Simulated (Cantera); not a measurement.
A closed system holds: 1 mol Si, 17 mol HCl, 0.73 mol F2, at 525 K and 13000 Pa.

Cantera equilibrium calculation (NASA polynomials, part measured and part estimated; ideal gas, pure solids and liquids). Candidate condensed phases: Si; 37 gas species. Rates play no part.

Base state: HCl 0.864, H2 0.0759, SiCl4 0.0380, SiF4 0.0218 (mole fractions); condensed: gas only.

Problem. What changes in the equilibrium state with this change: temperature from 525 K to 1650 K?

Solution. 
```tsv
species	before	after
HCl	0.864	0.865
H2	0.0759	0.0629
SiCl4	0.0380	0.0245
HF	1.24e-6	0.0126
SiF4	0.0218	0.0169
SiCl3	<1e-9	0.00863
SiCl2	<1e-9	0.00668
```
The tables' values for SiCl3, SiF3, SiF2 are old estimates; treat these amounts as uncertain.
